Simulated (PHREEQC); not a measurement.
Dissolve 0.085 mol/kgw Pb(NO3)2, 3.9e-05 mol/kgw NaCl and 0.00098 mol/kgw Na2SO4 at 43 °C. Closed to the air; pH follows from the charge balance.

All values are PHREEQC results (ion-association model, phreeqc.dat), not measurements.

No solid was allowed to form.

Predict the pH.

pH 4.39.

In which forms is N present?

NO3- 82 %, PbNO3+ 18 % of the N.

Examples of supersaturated solids here: Anglesite. Others may be too. Complexes and solids missing from the database can't appear. At this temperature some constants are extrapolated from 25 °C, and those without enthalpy data are left unchanged.
